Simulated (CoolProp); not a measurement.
R152A at several states: fugacity coefficient from the reference equation and from simpler models built on Tc = 386.4 K, pc = 4.517 MPa, ω = 0.275; each cubic takes its own stable root.

Model: reference Helmholtz-energy equation of state, Outcalt 1996, in CoolProp. It is a modified Benedict-Webb-Rubin equation, recast in Helmholtz form.

```tsv
T (K)	p (MPa)	phase	reference	van der Waals	Redlich-Kwong	Soave-Redlich-Kwong
455.4	0.0982	gas	0.9955	0.9957	0.9954	0.9959
254.8	1.32	liquid	0.09684	0.4614	0.1743	0.09799
320.9	0.685	gas	0.8920	0.9302	0.9134	0.9070
184.5	15.9	liquid	0.0001969	0.01640	0.0006910	0.0002056
```
